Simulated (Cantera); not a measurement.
A freely propagating, adiabatic, planar premixed flame of CH4 : O2 : N2 = 1 : 1.33 : 5.01 (molar parts), equivalence ratio 1.5, unburnt at 550 K and 1.28 atm; mixture-averaged transport, grid criteria slope 0.08 and curve 0.16, no radiation.

Cantera simulation using GRI-Mech 3.0 (53 species, 325 reactions); the numbers are that mechanism's predictions, not measurements. Burning velocities carry a grid error of a few per cent, more on coarse grids.

### Question
How do the results move with these cheaper or finer settings: unity-Lewis-number transport; multicomponent transport; multicomponent+Soret transport; grid criteria slope 0.5, curve 1; grid criteria slope 0.25, curve 0.5; grid criteria slope 0.03, curve 0.06?

### Answer
```
setting                               laminar burning velocity  thermal thickness  peak x(CH2)  peak x(H)  grid points
------------------------------------  ------------------------  -----------------  -----------  ---------  -----------
as above                                             36.2 cm/s           0.638 mm      4.21e-5    0.00202          126
unity-Lewis-number transport                         26.9 cm/s           0.755 mm      4.25e-5    0.00247          130
multicomponent transport                             36.1 cm/s           0.648 mm      4.20e-5    0.00201          127
multicomponent+Soret transport                       36.1 cm/s           0.638 mm      4.29e-5    0.00210          126
grid criteria slope 0.5, curve 1                     40.6 cm/s           0.701 mm      4.23e-5    0.00209           32
grid criteria slope 0.25, curve 0.5                  38.0 cm/s           0.660 mm      4.26e-5    0.00205           52
grid criteria slope 0.03, curve 0.06                 35.7 cm/s           0.631 mm      4.20e-5    0.00201          318
```
The base run took roughly 5 core-seconds.
Unity Lewis numbers drop preferential diffusion, which matters most where H2 and H carry the flame; Soret adds thermal diffusion.
